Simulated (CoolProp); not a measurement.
R1234ze(Z) along the isotherm 165.55 °C: fugacity coefficient from the reference equation and from simpler models built on Tc = 150.1 °C, pc = 35.31 bar, ω = 0.327; each cubic takes its own stable root.

The numbers come from the reference Helmholtz-energy equation of state, Akasaka 2019 in CoolProp.

```tsv
p (bar)	phase	reference
4.07	gas	0.9622
8.15	gas	0.9250
12.2	gas	0.8886
16.3	gas	0.8524
20.4	gas	0.8166
24.4	gas	0.7821
28.5	gas	0.7471
32.6	gas	0.7123
36.7	supercritical	0.6773
40.7	supercritical	0.6427
44.8	supercritical	0.6059
48.9	supercritical	0.5694
53	supercritical	0.5366
```

Q: How far does each simpler model (Soave-Redlich-Kwong, Peng-Robinson) lie from the reference over these 13 states: mean and median of the absolute difference, and the worst?

A: 
- Soave-Redlich-Kwong: mean 2.9 %, median 2.7 %, worst +6.0 % at 165.55 °C and 53 bar
- Peng-Robinson: mean 0.3 %, median 0.2 %, worst +1.4 % at 165.55 °C and 53 bar
